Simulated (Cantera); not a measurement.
Charge: 1 mol CF4, 0.14 mol CH4, 0.33 mol H2, equilibrated at 0.790 bar.

Method: chemical equilibrium by Gibbs-energy minimisation in Cantera with the NASA 1993 tables (ideal gas, pure condensed phases). Candidate condensed phases: C, C6H6, C7H8, C8H18; 95 gas species. Gases not in the tables: C2F6 and larger saturated fluorocarbons. The numbers say what is thermodynamically allowed, not how fast it happens. All values below are at 1627 °C.

Base state: HF 0.636, CF4 0.360, CF2 0.00314, CF3 0.000702, F 0.000383, CHF3 3.13e-5 (mole fractions); condensed: C(graphite).

What changes in the equilibrium state with this change: CF4 replaced by CH3F?


| species | before | after |
|---|---|---|
| H2 | 1.58e-7 | 0.616 |
| HF | 0.636 | 0.383 |
| H | 3.55e-7 | 0.000701 |
| CF4 | 0.360 | <1e-9 |
| CF2 | 0.00314 | <1e-9 |
| CF3 | 0.000702 | <1e-9 |
| C(graphite), mol | 0.442 | 1.14 |
